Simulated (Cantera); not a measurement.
**Thermodynamics of silicon epitaxy and polysilicon growth, feed Si3H8 + HCl + H2**

Input: 1 mol Si3H8, 0.74 mol HCl, a varied amount of H2, equilibrated at 625 °C and 13.3 mbar.

Cantera equilibrium calculation (NASA polynomials, part measured and part estimated; ideal gas, pure solids and liquids). Candidate condensed phases: Si; 19 gas species. The feed counts by its element totals alone. The tables' values for SiCl3 are old estimates; treat these amounts as uncertain. Kinetics and transport are ignored.

```tsv
n(H2) (mol)	x H2	x HCl	x SiCl4	x SiHCl3	x SiH2Cl2	x SiCl3	n Si(s)
27	0.989	0.00570	0.00318	0.00154	7.04e-5	5.41e-5	2.85
73	0.994	0.00413	0.000868	0.000582	3.69e-5	2.04e-5	2.88
120	0.996	0.00336	0.000380	0.000314	2.45e-5	1.10e-5	2.91
160	0.997	0.00293	0.000217	0.000206	1.85e-5	7.22e-6	2.92
210	0.997	0.00252	0.000119	0.000131	1.37e-5	4.60e-6	2.94
250	0.998	0.00226	7.76e-5	9.53e-5	1.11e-5	3.34e-6	2.95
300	0.998	0.00200	4.77e-5	6.62e-5	8.69e-6	2.32e-6	2.96
340	0.998	0.00183	3.33e-5	5.06e-5	7.27e-6	1.77e-6	2.97
390	0.998	0.00165	2.20e-5	3.71e-5	5.91e-6	1.30e-6	2.97
440	0.998	0.00150	1.50e-5	2.78e-5	4.88e-6	9.74e-7	2.98
480	0.999	0.00140	1.13e-5	2.24e-5	4.23e-6	7.86e-7	2.98
530	0.999	0.00129	8.06e-6	1.75e-5	3.58e-6	6.11e-7	2.98
570	0.999	0.00121	6.27e-6	1.45e-5	3.15e-6	5.06e-7	2.98
```
x: gas mole fraction; n: condensed amount in mol.

From 27 mol H2 to 570 mol H2 the condensed part is Si(s). The main Si-bearing gas is SiCl4 at 27 mol H2 and SiHCl3 at 570 mol H2. The share of Si in condensed phases is highest at 570 mol H2 (99.5 %) and lowest at 27 mol H2 (94.9 %).
